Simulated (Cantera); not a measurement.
Hydrocarbon pyrolysis for carbon deposition

A perfectly stirred reactor is fed with C2H6 : N2 = 1 : 36 (molar parts), at 1.00 bar; it is held at 1300 K, and followed from long to short residence time.

Detailed kinetics in Cantera: GRI-Mech 3.0 (53 species, 325 reactions). GRI-Mech 3.0 stops at C3 and has no aromatics, soot or wall deposition, so with more carbon than oxygen in the feed, carbon stays in small species such as C2H2 where larger ones or solid carbon would form.

```csv
τ (s),x C2H6,x C2H,x H,x HCN,x CH4,x CH3
20,3.98e-5,1.55e-10,6.59e-7,4.14e-10,0.00841,2.96e-6
4.0,0.000102,2.92e-10,1.29e-6,4.57e-10,0.00656,4.31e-6
0.81,0.000277,5.12e-10,2.36e-6,5.12e-10,0.00540,6.59e-6
0.16,0.000850,7.65e-10,3.85e-6,5.73e-10,0.00490,1.12e-5
0.033,0.00281,8.14e-10,5.20e-6,6.47e-10,0.00438,2.12e-5
0.0066,0.00962,4.24e-10,5.33e-6,6.72e-10,0.00270,4.26e-5
0.0013,0.0209,8.59e-11,4.14e-6,5.42e-10,0.000719,6.36e-5
0.00027,0.0258,1.06e-11,2.99e-6,3.00e-10,0.000117,5.70e-5
```
x: mole fraction; the columns are a selection and need not sum to one.
